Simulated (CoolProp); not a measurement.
Vapour-liquid equilibrium of n-butane (1) + acetone (2) at 1.19 MPa; x and y are mole fractions of (1).

Computed with CoolProp (multi-fluid Helmholtz-energy mixture model, Bücker 2006 and Lemmon 2006; pair parameters Bell 2016).

Give the bubble temperature and the first vapour's composition at x = 0.2, 0.5, 0.65. Is there an azeotrope?

x = 0.2: 116.5 °C, y = 0.553; x = 0.5: 97.4 °C, y = 0.766; x = 0.65: 93.4 °C, y = 0.817. No azeotrope shows between x = 0.05 and 0.95.

Pair parameters are fitted to limited data, so mixtures are less certain than the pure fluids.
